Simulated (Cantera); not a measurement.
Input: 1 mol acetone, 0.024 mol CO2, equilibrated at 100000 Pa.

Method: chemical equilibrium by Gibbs-energy minimisation in Cantera with the NASA 1993 tables (ideal gas, pure condensed phases). Candidate condensed phases: C, C6H6, C7H8, C8H18, H2O; 110 gas species. The feed counts by its element totals alone. Equilibrium is a limit: real reactors are often held back by kinetics, nucleation or transport.

**Question.** At 1323 K, list the 5 most abundant gas species with their mole fractions, and the condensed phases.

**Answer.** H2 0.736, CO 0.258, CH4 0.00369, H2O 0.00139, CO2 0.000264. Condensed: C(graphite).
